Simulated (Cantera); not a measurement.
**Silicon epitaxy and polysilicon growth: Si2H6 + HCl + N2**

Input: 1 mol Si2H6, 3.2 mol HCl, 14 mol N2, equilibrated at 1725 K.

These are equilibrium values from Cantera (NASA tables, ideal gas, pure condensed phases), not measurements of a reactor. Candidate condensed phases: NH4Cl, Si, Si3N4; 28 gas species. The feed counts by its element totals alone. The tables' values for SiCl3, SiCl, SiN are old estimates; treat these amounts as uncertain. Equilibrium is a limit: real reactors are often held back by kinetics, nucleation or transport.

| P (Pa) | x N2 | x H2 | x HCl | x SiCl2 | x H | x SiCl3 | x SiCl4 | n Si(l) | n Si3N4(s) |
|---|---|---|---|---|---|---|---|---|---|
| 100 | 0.691 | 0.199 | 0.0543 | 0.0511 | 0.00262 | 0.000140 | 7.19e-7 | 0.928 | 0 |
| 260 | 0.692 | 0.199 | 0.0544 | 0.0512 | 0.00163 | 0.000227 | 1.88e-6 | 0.944 | 0 |
| 670 | 0.682 | 0.202 | 0.0656 | 0.0484 | 0.00102 | 0.000411 | 6.53e-6 | 0 | 0.347 |
| 1700 | 0.680 | 0.196 | 0.0808 | 0.0408 | 0.000631 | 0.000691 | 2.19e-5 | 0 | 0.397 |
| 4500 | 0.679 | 0.189 | 0.0976 | 0.0322 | 0.000381 | 0.00109 | 6.92e-5 | 0 | 0.451 |
| 12000 | 0.678 | 0.183 | 0.114 | 0.0237 | 0.000229 | 0.00155 | 0.000191 | 0 | 0.504 |
| 30000 | 0.676 | 0.178 | 0.127 | 0.0165 | 0.000143 | 0.00193 | 0.000424 | 0 | 0.546 |
| 77000 | 0.676 | 0.173 | 0.137 | 0.0105 | 8.81e-5 | 0.00215 | 0.000828 | 0 | 0.580 |
| 200000 | 0.675 | 0.171 | 0.143 | 0.00617 | 5.43e-5 | 0.00216 | 0.00141 | 0 | 0.603 |
x: gas mole fraction; n: condensed amount in mol.

From 0.750 Torr to 1.95 Torr the condensed part is Si(l). From 5.03 Torr to 1500 Torr the condensed part is Si3N4(s). The main Si-bearing gas is SiCl2 throughout. The share of Si in condensed phases is highest at 1500 Torr (90.4 %) and lowest at 0.750 Torr (46.4 %).
